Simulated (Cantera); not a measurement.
Charge: 1 mol HBr, 0.62 mol O₂, held at 3050 K.

These are equilibrium values from Cantera (NASA tables, ideal gas, pure condensed phases), not measurements of a reactor. Candidate condensed phases: Br₂, H₂O; 12 gas species. The ideal-gas law is rough above about 30 bar. Rates play no part.

x: gas mole fraction; nothing condenses.

| P (Pa) | x Br | x O | x H | x O₂ | x H₂O | x HBr | x OH | x Br₂ | x H₂ |
|---|---|---|---|---|---|---|---|---|---|
| 10 | 0.309 | 0.381 | 0.308 | 0.000809 | 1.51e-6 | 5.04e-5 | 0.000571 | 2.78e-8 | 0.000281 |
| 120 | 0.314 | 0.366 | 0.301 | (withheld) | (withheld) | (withheld) | (withheld) | (withheld) | (withheld) |
| 1400 | 0.350 | 0.271 | 0.236 | 0.0574 | 0.0124 | 0.00613 | 0.0436 | 5.00e-6 | 0.0231 |
| 17000 | 0.423 | 0.119 | 0.0819 | 0.134 | 0.0965 | 0.0312 | 0.0806 | 8.86e-5 | 0.0338 |
| 210000 | 0.440 | 0.0398 | 0.0151 | 0.185 | 0.168 | 0.0742 | 0.0616 | 0.00118 | 0.0143 |
| 2500000 | (withheld) | (withheld) | (withheld) | (withheld) | 0.187 | (withheld) | (withheld) | (withheld) | (withheld) |
| 30000000 | 0.283 | 0.00389 | 0.000369 | 0.253 | 0.200 | 0.166 | 0.0210 | 0.0702 | 0.00121 |

**Question.** What belongs in the gaps?

**Answer.** 
- 2500000, x Br: 0.399
- 2500000, x O: 0.0126
- 2500000, x H: 0.00238
- 2500000, x O₂: 0.221
- 2500000, x HBr: 0.126
- 2500000, x OH: 0.0365
- 2500000, x Br₂: 0.0116
- 2500000, x H₂: 0.00421
- 120, x O₂: 0.00893
- 120, x H₂O: 0.000199
- 120, x HBr: 0.000601
- 120, x OH: 0.00643
- 120, x Br₂: 3.45e-7
- 120, x H₂: 0.00322
